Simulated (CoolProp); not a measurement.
Isopentane along the isotherm 226.85 °C: fugacity coefficient from the reference equation and from simpler models built on Tc = 187.2 °C, pc = 3378 kPa, ω = 0.227; each cubic takes its own stable root.

Values from CoolProp's reference Helmholtz-energy equation of state, Lemmon 2006. It is a short technical equation, of lower accuracy than the large ones.

```json
[
 {"p (kPa)": "26.7", "phase": "gas", "reference": "0.9979"},
 {"p (kPa)": "43.1", "phase": "gas", "reference": "0.9967"},
 {"p (kPa)": "69.7", "phase": "gas", "reference": "0.9946"},
 {"p (kPa)": "113", "phase": "gas", "reference": "0.9913"},
 {"p (kPa)": "182", "phase": "gas", "reference": "0.9860"},
 {"p (kPa)": "294", "phase": "gas", "reference": "0.9774"},
 {"p (kPa)": "475", "phase": "gas", "reference": "0.9636"},
 {"p (kPa)": "767", "phase": "gas", "reference": "0.9415"},
 {"p (kPa)": "1240", "phase": "gas", "reference": "0.9061"},
 {"p (kPa)": "2000", "phase": "gas", "reference": "0.8502"},
 {"p (kPa)": "3240", "phase": "gas", "reference": "0.7612"},
 {"p (kPa)": "5230", "phase": "supercritical", "reference": "0.6228"},
 {"p (kPa)": "8450", "phase": "supercritical", "reference": "0.4648"}
]
```

### Question
How far does each simpler model (van der Waals, Soave-Redlich-Kwong) lie from the reference over these 13 states: mean and median of the absolute difference, and the worst?

### Answer
- van der Waals: mean 0.5 %, median 0.2 %, worst +2.7 % at 226.85 °C and 8450 kPa
- Soave-Redlich-Kwong: mean 0.6 %, median 0.1 %, worst +4.8 % at 226.85 °C and 8450 kPa
